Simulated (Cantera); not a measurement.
**Gas activation for diamond growth**

An isothermal, constant-pressure homogeneous reactor starts with 1.37 % CH4, 97.8 % H2, 0.792 % H, at 1500 K and 54.8 Torr.

Computed with Cantera and GRI-Mech 3.0 (53 species, 325 reactions). GRI-Mech 3.0 stops at C3 and has no aromatics, soot or wall deposition, so with more carbon than oxygen in the feed, carbon stays in small species such as C2H2 where larger ones or solid carbon would form.

```tsv
t (s)	x CH4	x H2	x H	x C2H	x CH2
0.000500	0.0125	0.983	0.00354	3.73e-10	1.82e-6
0.00146	0.0128	0.985	0.00186	4.99e-10	6.10e-7
0.00429	0.0129	0.986	0.000782	3.51e-10	1.23e-7
0.0126	0.0130	0.986	0.000296	1.74e-10	1.88e-8
0.0368	0.0130	0.987	0.000117	7.86e-11	2.99e-9
0.108	0.0129	0.987	6.62e-5	4.77e-11	9.68e-10
0.316	0.0129	0.987	6.16e-5	4.74e-11	8.35e-10
0.926	0.0128	0.987	6.16e-5	5.53e-11	8.27e-10
2.71	0.0124	0.987	6.18e-5	7.75e-11	8.05e-10
7.95	0.0114	0.987	6.21e-5	1.36e-10	7.48e-10
23.3	0.00922	0.988	6.29e-5	2.62e-10	6.22e-10
68.3	0.00625	0.990	6.42e-5	4.42e-10	4.38e-10
200	0.00439	0.991	6.52e-5	5.60e-10	3.18e-10
```
x: mole fraction; the columns are a selection and need not sum to one.

Equilibrium at this temperature and pressure: CH4 0.00415, H2 0.991, H 6.53e-5, C2H 5.75e-10, CH2 3.02e-10 (gas phase only).
